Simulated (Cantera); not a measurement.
A perfectly stirred reactor is fed with H2 : O2 : N2 = 1 : 0.588 : 2.21 (molar parts), at 5.00 bar; it is adiabatic with a 823 K inlet, and is followed from long to short residence time, starting on the burning branch (τ in s: 0.028, 0.015, 0.0077, 0.004, 0.0021, 0.0011, 0.00058, 0.00031, 0.00016, 8.5e-05).

Cantera simulation using the H2/O2 subset of GRI-Mech 3.0, which has no nitrogen chemistry; the numbers are that mechanism's predictions, not measurements. The hydrogen kinetics of GRI-Mech 3.0 are dated; newer H2 mechanisms differ, most at raised pressure.

### Question
What does this change do: N2 2.21 to 3.3 parts?

### Answer
```tsv
quantity	before	after
blow-out, bracketed by the residence times tried	burning at 85.0 µs, the shortest tried	burning at 85.0 µs, the shortest tried
x(H2) at τ = 28.0 ms	0.00761	0.00153
x(O2) at τ = 28.0 ms	0.0264	0.0197
x(H) at τ = 28.0 ms	0.00153	0.000173
x(H2O2) at τ = 28.0 ms	9.02e-7	3.08e-7
x(OH) at τ = 28.0 ms	0.0133	0.00402
x(H2) at τ = 1.10 ms	0.00869	0.00375
x(O2) at τ = 1.10 ms	0.0268	0.0202
x(H) at τ = 1.10 ms	0.00186	0.000636
x(H2O2) at τ = 1.10 ms	8.92e-7	4.32e-7
x(OH) at τ = 1.10 ms	0.0139	0.00581
```
